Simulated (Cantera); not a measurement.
A perfectly stirred reactor is fed with H₂ : O₂ : N₂ = 0.61 : 1 : 3.7 (molar parts), equivalence ratio 0.30, at 82.5 Torr; it is held at 823 K, and followed from long to short residence time.

Model: GRI-Mech 3.0 (53 species, 325 reactions), integrated in Cantera. Radical loss at walls, strong at low pressure, is not modelled. Below about 950 K walls govern HO2 and H2O2 in real vessels. The temperature is held fixed by assumption; the heat of reaction is taken as removed at once.

**Question.** What does this change do: temperature 823 to 1400 K?

**Answer.** 
| quantity | before | after |
|---|---|---|
| x(H₂) at τ = 0.830 s | 0.0225 | 0.000199 |
| x(O₂) at τ = 0.830 s | 0.148 | 0.138 |
| x(H) at τ = 0.830 s | 1.25e-5 | 6.51e-5 |
| x(NO) at τ = 0.830 s | 4.48e-10 | 1.17e-6 |
| x(NO₂) at τ = 0.830 s | 2.58e-11 | 7.99e-10 |
| x(H₂) at τ = 62.0 ms | 0.0329 | 0.00108 |
| x(O₂) at τ = 62.0 ms | 0.153 | 0.138 |
| x(H) at τ = 62.0 ms | 0.000152 | 0.000863 |
| x(NO) at τ = 62.0 ms | 3.47e-9 | 1.89e-6 |
| x(NO₂) at τ = 62.0 ms | 1.78e-11 | 4.22e-10 |
